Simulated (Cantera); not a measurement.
An isothermal, constant-pressure homogeneous reactor starts with 3.33 % C2H6, 96.7 % N2, at 1723 K and 0.133 bar.

Cantera simulation using GRI-Mech 3.0 (53 species, 325 reactions); the numbers are that mechanism's predictions, not measurements. GRI-Mech 3.0 stops at C3 and has no aromatics, soot or wall deposition, so with more carbon than oxygen in the feed, carbon stays in small species such as C2H2 where larger ones or solid carbon would form.

Predict: x(C2H6) at 2.00 s; x(H2) at 2.00 s; x(CH3) at 2.00 s; x(CH2) at 2.00 s; x(CH4) at 2.00 s; x(HCN) at 2.00 s.


```
Property                                              Value
-----------------  ----------------------------------------
x(C2H6) at 2.00 s  4.17e-9 (gas-phase equilibrium 4.13e-11)
x(H2) at 2.00 s       0.0621 (gas-phase equilibrium 0.0624)
x(CH3) at 2.00 s    9.12e-6 (gas-phase equilibrium 7.68e-7)
x(CH2) at 2.00 s    1.92e-8 (gas-phase equilibrium 1.63e-9)
x(CH4) at 2.00 s   0.000225 (gas-phase equilibrium 1.88e-5)
x(HCN) at 2.00 s     1.98e-5 (gas-phase equilibrium 0.0476)
```
